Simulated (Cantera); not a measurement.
Standard-state values (1 bar) from the NASA 1993 polynomials, evaluated with Cantera. Values are per mole of reaction as written; species without (g) are pure solids or liquids, kept so even where they would boil at 1 bar.

### Question
Between 300 and 2450 K, where is each reaction favourable under standard conditions?
- 2 V + 3 H2O2(g) ⇌ V2O3 + 3 H2O(g)

### Answer
- 2 V + 3 H2O2(g) ⇌ V2O3 + 3 H2O(g): ΔG° is -1506 kJ at 300 K and -1363 kJ at 2450 K; it stays negative (K > 1). ΔH° is -1425 kJ and ΔS° -25 J/K at 2450 K.
